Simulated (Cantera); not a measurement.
An isothermal, constant-pressure homogeneous reactor starts with H2 : O2 : N2 = 0.63 : 1 : 5 (molar parts), at 798 K and 0.415 atm. Integrator tolerance rtol = 1e-08.

Computed with Cantera and GRI-Mech 3.0 (53 species, 325 reactions). Below about 950 K walls govern HO2 and H2O2 in real vessels. The temperature is held fixed by assumption; the heat of reaction is taken as removed at once.

### Question
What does this change do: temperature 798 to 1100 K?

### Answer
| quantity | before | after |
|---|---|---|
| x(H2) at 8.00 s | 0.0950 (gas-phase equilibrium <1e-12) | 6.69e-10 (gas-phase equilibrium 6.20e-10) |
| x(O2) at 8.00 s | 0.151 (gas-phase equilibrium 0.108) | 0.108 (gas-phase equilibrium 0.108) |
| x(H) at 8.00 s | 6.69e-11 (gas-phase equilibrium <1e-12) | 1.15e-12 (gas-phase equilibrium <1e-12) |
| x(H2O2) at 8.00 s | 3.24e-6 (gas-phase equilibrium 2.37e-12) | 2.20e-10 (gas-phase equilibrium 1.92e-10) |
| x(NO) at 8.00 s | <1e-12 (gas-phase equilibrium 1.40e-6) | 1.55e-6 (gas-phase equilibrium 6.16e-5) |

### Question
What does this change do: temperature 798 to 1375 K?

### Answer
```tsv
quantity	before	after
x(H2) at 8.00 s	0.0950 (gas-phase equilibrium <1e-12)	1.44e-7 (gas-phase equilibrium 1.44e-7)
x(O2) at 8.00 s	0.151 (gas-phase equilibrium 0.108)	0.108 (gas-phase equilibrium 0.108)
x(H) at 8.00 s	6.69e-11 (gas-phase equilibrium <1e-12)	2.02e-9 (gas-phase equilibrium 2.02e-9)
x(H2O2) at 8.00 s	3.24e-6 (gas-phase equilibrium 2.37e-12)	2.01e-9 (gas-phase equilibrium 2.01e-9)
x(NO) at 8.00 s	<1e-12 (gas-phase equilibrium 1.40e-6)	1.14e-5 (gas-phase equilibrium 0.000454)
```
